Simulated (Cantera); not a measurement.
Cantera run:

```python
import numpy as np
import cantera as ct

gas_names = """
    CL CL2 H HCL H2 Si SiCL SiCL2 SiCL3 SiCL4 SiH SiHCL3 SiH2 SiH2CL2 SiH3 SiH3CL SiH4 Si2 Si3
""".split()
cond_names = """
    Si(cr) Si(L)
""".split()


def load(file, names, dense=False):
    # The tables refer to 1 bar. Condensed volumes are neglected.
    table = {s.name: s for s in ct.Species.list_from_file(file)}
    out = []
    for n in names:
        d = dict(table[n].input_data)
        d["thermo"] = dict(d["thermo"], **{"reference-pressure": 1e5})
        if dense:
            d["equation-of-state"] = {"model": "constant-volume", "density": "1e6 g/cm^3"}
        out.append(ct.Species.from_dict(d))
    return out


gas = ct.Solution(thermo="ideal-gas", species=load("nasa_gas.yaml", gas_names))
cond = {s.name: ct.Solution(thermo="fixed-stoichiometry", species=[s], name=s.name)
        for s in load("nasa_condensed.yaml", cond_names, dense=True)}
atoms = {
    'Si': {'Si': 1},
    'HCl': {'H': 1, 'CL': 1},
    'H2': {'H': 2},
}
top_T = {}  # K; cautious upper limits of use, not melting points


def equilibrate(T, P, feed):
    n = {}
    for name, mol in feed.items():
        for a, k in atoms[name].items():
            n[a] = n.get(a, 0.0) + k * mol
    gas.TPX = T, P, n
    mass = sum(n.values()) * gas.mean_molecular_weight
    gas.equilibrate("TP")
    valid = [c for c in cond.values() if c.min_temp <= T <= top_T.get(c.name, c.max_temp)]
    mix = ct.Mixture([(gas, mass / gas.mean_molecular_weight)] + [(c, 0.0) for c in valid])
    mix.T, mix.P = T, P
    mix.equilibrate("TP", solver="vcs", rtol=1e-11, max_steps=5000)
    return mix


results = []
feed = {'Si': 1, 'HCl': 3.8, 'H2': 11}  # mol
T = 1073  # K
for P in [10000, 31000, 98000, 310000, 960000, 3000000]:
    mix = equilibrate(T, P, feed)
    results.append((T, P, feed, dict(zip(mix.species_names, mix.species_moles))))

top = {s: max(r[3][s] / sum(r[3][g] for g in gas_names) for r in results) for s in gas_names}
cols = sorted((s for s in top if top[s] > 0.0001), key=lambda s: -top[s])[:5]
seen = [c for c in cond_names if any(r[3].get(c, 0) > 1e-12 for r in results)]
print("log10 of partial pressures in bar; condensed amounts in mol")
print(f"{'P/Pa':>10s}" + "".join(f"{s[:9]:>10s}" for s in cols + seen))
for T, P, feed, n in results:
    ng = sum(n[g] for g in gas_names)
    print(f"{P:10.4g}" + "".join(f"{np.log10(max(n[s] / ng * P / 1e5, 1e-99)):10.3f}" for s in cols)
          + "".join(f"{n.get(c, 0):10.4g}" for c in seen))
```

It prints:

```
log10 of partial pressures in bar; condensed amounts in mol
      P/Pa        H2     SiCL4       HCL    SiHCL3     SiCL3    Si(cr)
     1e+04    -1.044    -2.345    -2.526    -2.775    -3.633   0.06882
   3.1e+04    -0.551    -1.864    -2.159    -2.168    -3.273    0.0293
   9.8e+04    -0.050    -1.381    -1.754    -1.588    -2.943         0
   3.1e+05     0.450    -0.879    -1.263    -1.078    -2.683         0
   9.6e+05     0.941    -0.388    -0.776    -0.582    -2.433         0
     3e+06     1.436     0.108    -0.283    -0.085    -2.183         0
```

Method: chemical equilibrium by Gibbs-energy minimisation in Cantera with the NASA 1993 tables (ideal gas, pure condensed phases). The tables' values for SiCl3 are old estimates; treat these amounts as uncertain.
